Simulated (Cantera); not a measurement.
# Silicon nitride deposition: SiH2Cl2 + NH3 + H2

Charge: 1 mol SiH2Cl2, 1.2 mol NH3, a varied amount of H2, at 11.0 mbar.

Equilibrium computed with Cantera from the NASA thermochemical tables; the gas is ideal and each condensed phase is pure. Candidate condensed phases: NH4Cl, Si, Si3N4; 28 gas species. Mutual solubility and eutectic melting of coexisting phases are not modelled. The tables' values for SiCl3 are old estimates. Kinetics and transport are ignored.

Problem. Map the stable condensed phases over T = 748, 848, 948, 1048, 1148, 1248, 1348, 1448, 1548, 1648, 1748, 1848 K and n(H2) in mol = 2.5, 5.8, 9.1, 12, 16, 19, 22, 26, 29, 32, 35.

Solution. 
```
T in K \ n(H2) in mol
         2.5 5.8 9.1  12  16  19  22  26  29  32  35
   1848    A   A   A   A   A   A   A   A   A   A   A
   1748    A   A   A   A   A   A   A   A   A   A   A
   1648    B   A   A   A   A   A   A   A   A   A   A
   1548    C   C   C   C   B   B   B   B   B   B   B
   1448    C   C   C   C   C   C   C   C   C   C   C
   1348    C   C   C   C   C   C   C   C   C   C   C
   1248    C   C   C   C   C   C   C   C   C   C   C
   1148    C   C   C   C   C   C   C   C   C   C   C
   1048    C   C   C   C   C   C   C   C   C   C   C
    948    C   C   C   C   C   C   C   C   C   C   C
    848    C   C   C   C   C   C   C   C   C   C   C
    748    C   C   C   C   C   C   C   C   C   C   C
```
A: Si; B: Si + Si3N4; C: Si3N4.
